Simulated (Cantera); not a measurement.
What does this Cantera script print?

```python
import numpy as np
import cantera as ct

gas_names = """
    C CH CH2 CH3 CH2OH CH3O CH4 CH3OH CN CO CO2 COOH C2 C2H CHCO,ketyl C2H2,acetylene C2H2,vinylidene
    CH2CO,ketene C2H3,vinyl CH3CN CH3CO,acetyl C2H4 C2H4O,ethylen CH3CHO,ethanal CH3COOH (HCOOH)2 C2H5
    C2H6 CH3OCH3 C2H5OH CCN CNC C2N2 C2O C3 C3H3,propargyl C3H4,allene C3H4,propyne C3H4,cyclo-
    C3H5,allyl C3H6,propylene C3H6,cyclo- C3H6O C3H7,n-propyl C3H7,i-propyl C3H8 C3H8O,1propanol
    C3H8O,2propanol C3O2 C4 C4H2 C4H4,1,3-cyclo- C4H6,butadiene C4H6,2-butyne C4H6,cyclo- C4H8,1-butene
    C4H8,cis2-buten C4H8,tr2-butene C4H8,isobutene C4H8,cyclo- (CH3COOH)2 C4H9,n-butyl C4H9,i-butyl
    C4H9,s-butyl C4H9,t-butyl C4H10,isobutane C4H10,n-butane C4N2 C5 C5H6,1,3cyclo- C5H8,cyclo-
    C5H10,1-pentene C5H10,cyclo- C5H11,pentyl C5H11,t-pentyl C5H12,n-pentane C5H12,i-pentane
    CH3C(CH3)2CH3 C6H2 C6H5,phenyl C6H5O,phenoxy C6H6 C6H5OH,phenol C6H10,cyclo- C6H12,1-hexene
    C6H12,cyclo- C6H13,n-hexyl C7H7,benzyl C7H8 C7H8O,cresol C7H14,1-heptene C7H15,n-heptyl
    C7H16,n-heptane C8H8,styrene C8H10,ethylbenz C8H16,1-octene C8H17,n-octyl C8H18,isooctane
    C8H18,n-octane C9H19,n-nonyl C10H8,naphthale C10H21,n-decyl C12H9,o-bipheny C12H10,bipheny H HCN HCO
    HCCN HNC HNCO HNO HNO2 HNO3 HO2 H2 HCHO,formaldehy HCOOH H2O H2O2 N NCO NH NH2 NH3 NH2OH NO NO2 NO3
    N2 N2H2 N2H4 N2O O OH O2 O3 Si SiC SiC2 SiC4H12 SiH SiH2 SiH3 SiH4 SiN SiO SiO2 Si2 Si2C Si2N Si3
""".split()
cond_names = """
    C(gr) C6H6(L) C7H8(L) C8H18(L),n-octa H2O(s) H2O(L) Si(cr) Si(L) SiC(b) SiO2(Lqz) SiO2(hqz) SiO2(L)
    Si2N2O(s) Si3N4(a)
""".split()


def load(file, names, dense=False):
    # The tables refer to 1 bar. Condensed volumes are neglected.
    table = {s.name: s for s in ct.Species.list_from_file(file)}
    out = []
    for n in names:
        d = dict(table[n].input_data)
        d["thermo"] = dict(d["thermo"], **{"reference-pressure": 1e5})
        if dense:
            d["equation-of-state"] = {"model": "constant-volume", "density": "1e6 g/cm^3"}
        out.append(ct.Species.from_dict(d))
    return out


gas = ct.Solution(thermo="ideal-gas", species=load("nasa_gas.yaml", gas_names))
cond = {s.name: ct.Solution(thermo="fixed-stoichiometry", species=[s], name=s.name)
        for s in load("nasa_condensed.yaml", cond_names, dense=True)}
atoms = {
    'TEOS': {'Si': 1, 'C': 8, 'H': 20, 'O': 4},
    'O2': {'O': 2},
    'N2': {'N': 2},
}
top_T = {'C(gr)': 4500, 'SiC(b)': 3050, 'Si2N2O(s)': 2100, 'Si3N4(a)': 2400}  # K; cautious upper limits of use, not melting points


def equilibrate(T, P, feed):
    n = {}
    for name, mol in feed.items():
        for a, k in atoms[name].items():
            n[a] = n.get(a, 0.0) + k * mol
    gas.TPX = T, P, n
    mass = sum(n.values()) * gas.mean_molecular_weight
    gas.equilibrate("TP")
    valid = [c for c in cond.values() if c.min_temp <= T <= top_T.get(c.name, c.max_temp)]
    mix = ct.Mixture([(gas, mass / gas.mean_molecular_weight)] + [(c, 0.0) for c in valid])
    mix.T, mix.P = T, P
    mix.equilibrate("TP", solver="vcs", rtol=1e-11, max_steps=5000)
    return mix


results = []
feed = {'TEOS': 1, 'O2': 1.2, 'N2': 13}  # mol
T = 1423.15  # K
P = 13332.2  # Pa
mix = equilibrate(T, P, feed)
results.append((T, P, feed, dict(zip(mix.species_names, mix.species_moles))))
x = sorted(zip(gas.X, gas.species_names), reverse=True)
print(f"T = {T:g} K  P = {P:g} Pa  gas = {mix.phase_moles(0):.4g} mol")
print("   x: " + "  ".join(f"{s} {v:.3e}" for v, s in x if v > 0.0001))
print("   condensed (mol): " + ("  ".join(f"{mix.phase(i).name} {mix.phase_moles(i):.4g}"
      for i in range(1, mix.n_phases) if mix.phase_moles(i) > 1e-12) or "none"))
```

Result:

```
T = 1423.15 K  P = 13332.2 Pa  gas = 28.4 mol
   x: N2 4.401e-01  H2 3.519e-01  CO 2.077e-01  HCN 2.349e-04
   condensed (mol): C(gr) 2.093  Si2N2O(s) 0.5
```

Equilibrium computed with Cantera from the NASA thermochemical tables; the gas is ideal and each condensed phase is pure. The feed counts by its element totals alone. N2 is the only nitrogen source here; it is nearly inert below about 1500 K, so the nitride shown seldom forms there in practice.
